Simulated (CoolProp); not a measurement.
Vapour-liquid equilibrium of methane (1) + ethylene (2) at 172.2 K; x and y are mole fractions of (1).

The numbers come from the multi-fluid Helmholtz-energy mixture model, Setzmann 1991 and Smukala 2000; pair parameters Bell 2016 in CoolProp.

| x | bubble pressure, mixture model (kPa) | bubble pressure, Raoult's law (kPa) | y, mixture model | y, Raoult's law |
|---|---|---|---|---|
| 0.05 | 255.6 | 239.2 | 0.538 | 0.526 |
| 0.15 | 521.5 | 479.2 | 0.781 | 0.788 |
| 0.25 | 773.3 | 719.1 | 0.858 | 0.876 |
| 0.35 | 1009 | 959.0 | 0.896 | 0.919 |
| 0.45 | 1229 | 1199 | 0.920 | 0.945 |
| 0.55 | 1438 | 1439 | 0.937 | 0.963 |
| 0.65 | 1642 | 1679 | 0.950 | 0.975 |
| 0.75 | 1853 | 1919 | 0.963 | 0.984 |
| 0.85 | 2083 | 2159 | 0.976 | 0.992 |
| 0.95 | 2355 | 2399 | 0.991 | 0.998 |

The largest gap from Raoult's law is +8.8 % in bubble pressure, at x = 0.15. No azeotrope shows between x = 0.05 and 0.95.

Pair parameters are fitted to limited data, so mixtures are less certain than the pure fluids. The gap from Raoult's law changes sign with composition, which may be real or a fault of the pair parameters; it wasn't checked against measurements.
